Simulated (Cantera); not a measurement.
Input (Python, Cantera) and output of one run.

```python
import numpy as np
import cantera as ct

gas_names = """
    AL ALCL ALCL2 ALCL3 ALH ALO ALOCL ALOH ALO2 ALO2H AL2 AL2CL6 AL2O AL2O2 CL CLO CL2 H HALO HCL HOCL
    HO2 H2 H2O H2O2 O OH O2 O3
""".split()
cond_names = """
    AL(cr) AL(L) ALCL3(s) ALCL3(L) AL2O3(a) AL2O3(L) H2O(s) H2O(L)
""".split()


def load(file, names, dense=False):
    # The tables refer to 1 bar. Condensed volumes are neglected.
    table = {s.name: s for s in ct.Species.list_from_file(file)}
    out = []
    for n in names:
        d = dict(table[n].input_data)
        d["thermo"] = dict(d["thermo"], **{"reference-pressure": 1e5})
        if dense:
            d["equation-of-state"] = {"model": "constant-volume", "density": "1e6 g/cm^3"}
        out.append(ct.Species.from_dict(d))
    return out


gas = ct.Solution(thermo="ideal-gas", species=load("nasa_gas.yaml", gas_names))
cond = {s.name: ct.Solution(thermo="fixed-stoichiometry", species=[s], name=s.name)
        for s in load("nasa_condensed.yaml", cond_names, dense=True)}
atoms = {
    'AlCl3': {'AL': 1, 'CL': 3},
    'H2O': {'H': 2, 'O': 1},
    'H2': {'H': 2},
}
top_T = {}  # K; cautious upper limits of use, not melting points


def equilibrate(T, P, feed):
    n = {}
    for name, mol in feed.items():
        for a, k in atoms[name].items():
            n[a] = n.get(a, 0.0) + k * mol
    gas.TPX = T, P, n
    mass = sum(n.values()) * gas.mean_molecular_weight
    gas.equilibrate("TP")
    valid = [c for c in cond.values() if c.min_temp <= T <= top_T.get(c.name, c.max_temp)]
    mix = ct.Mixture([(gas, mass / gas.mean_molecular_weight)] + [(c, 0.0) for c in valid])
    mix.T, mix.P = T, P
    mix.equilibrate("TP", solver="vcs", rtol=1e-11, max_steps=5000)
    return mix


results = []
feed = {'AlCl3': 1, 'H2O': 3.6, 'H2': 3.5}  # mol
T = 1948  # K
P = 81  # Pa
mix = equilibrate(T, P, feed)
results.append((T, P, feed, dict(zip(mix.species_names, mix.species_moles))))
x = sorted(zip(gas.X, gas.species_names), reverse=True)
print(f"T = {T:g} K  P = {P:g} Pa  gas = {mix.phase_moles(0):.4g} mol")
print("   x: " + "  ".join(f"{s} {v:.3e}" for v, s in x if v > 1e-06))
print("   condensed (mol): " + ("  ".join(f"{mix.phase(i).name} {mix.phase_moles(i):.4g}"
      for i in range(1, mix.n_phases) if mix.phase_moles(i) > 1e-12) or "none"))
```

It prints:

```
T = 1948 K  P = 81 Pa  gas = 8.784 mol
   x: H2 3.944e-01  HCL 3.260e-01  H2O 2.377e-01  H 2.494e-02  CL 1.545e-02  OH 1.359e-03  O 6.368e-05  ALCL 2.351e-05  ALOCL 2.301e-05  O2 1.665e-05  ALO2H 2.272e-06  ALCL2 1.815e-06
   condensed (mol): AL2O3(a) 0.4998
```

These are equilibrium values from Cantera (NASA tables, ideal gas, pure condensed phases), not measurements of a reactor.
